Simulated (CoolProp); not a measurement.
Model: reference Helmholtz-energy equation of state, Thol 2017, in CoolProp.

Question: Give the vapour pressure (MPa), liquid density (kg/m³), enthalpy of vaporisation (kJ/kg), liquid cp (kJ/(kg K)) of saturated octamethyltrisiloxane (MDM) at 450.2 K.

Answer: 
| T (K) | p (MPa) | liquid density (kg/m³) | enthalpy of vaporisation (kJ/kg) | liquid cp (kJ/(kg K)) |
|---|---|---|---|---|
| 450.2 | 0.185 | 643 | 141 | 2.18 |
